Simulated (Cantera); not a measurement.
A perfectly stirred reactor is fed with 23.7 % H2, 16.0 % O2, 60.2 % N2, equivalence ratio 0.74, at 110000 Pa; it is adiabatic with a 300 K inlet, and is followed from long to short residence time, starting on the burning branch (τ in s: 0.023, 0.011, 0.0053, 0.0026, 0.0012, 0.0006, 0.00029, 0.00014, 6.8e-05, 3.3e-05, 1.6e-05, 7.6e-06).

Cantera simulation using GRI-Mech 3.0 (53 species, 325 reactions); the numbers are that mechanism's predictions, not measurements.

Question: Predict: blow-out, bracketed by the residence times tried; x(H2) at τ = 23.0 ms; x(O2) at τ = 23.0 ms; x(N2O) at τ = 23.0 ms; x(NO) at τ = 23.0 ms; x(H2O) at τ = 23.0 ms; x(H2) at τ = 0.290 ms; x(O2) at τ = 0.290 ms; x(N2O) at τ = 0.290 ms; x(NO) at τ = 0.290 ms; x(H2O) at τ = 0.290 ms.

Answer: 
```json
{
  "blow_out_bracketed_by_the_residence_times_tried": "burning at 33.0 µs, out at 16.0 µs",
  "x(H2) at τ = 23.0 ms": "0.00152",
  "x(O2) at τ = 23.0 ms": "0.0465",
  "x(N2O) at τ = 23.0 ms": "3.20e-7",
  "x(NO) at τ = 23.0 ms": "0.000171",
  "x(H2O) at τ = 23.0 ms": "0.264",
  "x(H2) at τ = 0.290 ms": "0.0152",
  "x(O2) at τ = 0.290 ms": "0.0503",
  "x(N2O) at τ = 0.290 ms": "1.81e-7",
  "x(NO) at τ = 0.290 ms": "3.19e-5",
  "x(H2O) at τ = 0.290 ms": "0.238"
}
```
